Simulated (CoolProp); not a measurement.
Vapour-liquid equilibrium of fluoroethane (R161) (1) + R134a (2) at 283.7 K; x and y are mole fractions of (1).

Model: multi-fluid Helmholtz-energy mixture model, Wu 2012 and Tillner-Roth 1994; pair parameters Bell 2016, in CoolProp.

Give the bubble pressure and the first vapour's composition at x = 0.05, 0.35, 0.55. Is there an azeotrope?

x = 0.05: 428.6 kPa, y = 0.062; x = 0.35: 472.9 kPa, y = 0.417; x = 0.55: 509.1 kPa, y = 0.628. No azeotrope shows between x = 0.05 and 0.95.

Pair parameters are fitted to limited data, so mixtures are less certain than the pure fluids.
